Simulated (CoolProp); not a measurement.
Vapour-liquid equilibrium of ethylbenzene (1) + m-xylene (2) at 398.6 K; x and y are mole fractions of (1).

The numbers come from the multi-fluid Helmholtz-energy mixture model, Zhou 2012 and Zhou 2012; pair parameters Bell 2016 in CoolProp.

| x | bubble pressure, mixture model (kPa) | bubble pressure, Raoult's law (kPa) | y, mixture model | y, Raoult's law |
|---|---|---|---|---|
| 0.05 | 69.66 | 69.60 | 0.055 | 0.054 |
| 0.15 | 70.37 | 70.20 | 0.162 | 0.161 |
| 0.25 | 71.06 | 70.80 | 0.267 | 0.266 |
| 0.35 | 71.71 | 71.40 | 0.370 | 0.369 |
| 0.45 | 72.35 | 72.00 | 0.471 | 0.471 |
| 0.55 | 72.95 | 72.60 | 0.569 | 0.570 |
| 0.65 | 73.53 | 73.20 | 0.667 | 0.669 |
| 0.75 | 74.07 | 73.80 | 0.763 | 0.765 |
| 0.85 | 74.59 | 74.40 | 0.858 | 0.860 |
| 0.95 | 75.07 | 75.00 | 0.953 | 0.954 |

The largest gap from Raoult's law is +0.5 % in bubble pressure, at x = 0.55. No azeotrope shows between x = 0.05 and 0.95.

The pair parameters rest on a limited set of measurements; away from them the model extrapolates.
